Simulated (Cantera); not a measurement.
Input: 1 mol (CH3)2SiCl2, 3 mol H2, 0.18 mol C3H8, equilibrated at 27.0 Torr.

These are equilibrium values from Cantera (NASA tables, ideal gas, pure condensed phases), not measurements of a reactor. Candidate condensed phases: C, C6H6, C7H8, C8H18, Si, SiC; 109 gas species. The feed counts by its element totals alone. Rates play no part.

Problem. What share of the Si ends up in condensed phases as a function of T (°C), at 827, 852, 877, 902, 927, 952, 977, 1002, 1027, 1052, 1077, 1102, 1127?

Solution. 
| T (°C) | Si condensed (%) | as |
|---|---|---|
| 827 | 86.9 | SiC(s) |
| 852 | 89.4 | SiC(s) |
| 877 | 91.6 | SiC(s) |
| 902 | 93.4 | SiC(s) |
| 927 | 94.9 | SiC(s) |
| 952 | 96.0 | SiC(s) |
| 977 | 96.9 | SiC(s) |
| 1002 | 97.5 | SiC(s) |
| 1027 | 97.9 | SiC(s) |
| 1052 | 98.2 | SiC(s) |
| 1077 | 98.3 | SiC(s) |
| 1102 | 98.4 | SiC(s) |
| 1127 | 98.4 | SiC(s) |
